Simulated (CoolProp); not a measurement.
Model: reference Helmholtz-energy equation of state, Tillner-Roth 1997, in CoolProp.

Give the vapour pressure (MPa), liquid cp (kJ/(kg K)), liquid viscosity (µPa s) of saturated CH2F2 (R32) at 260, 264.7, 288.5 K.


```json
[
 {"T (K)": "260", "p (MPa)": "0.522", "liquid cp (kJ/(kg K))": "1.69", "liquid viscosity (µPa s)": "180"},
 {"T (K)": "264.7", "p (MPa)": "0.615", "liquid cp (kJ/(kg K))": "1.70", "liquid viscosity (µPa s)": "169"},
 {"T (K)": "288.5", "p (MPa)": "1.29", "liquid cp (kJ/(kg K))": "1.85", "liquid viscosity (µPa s)": "126"}
]
```

Viscosity comes from a separate model (Bell 2016), an estimate that may be off by 10 % or more.
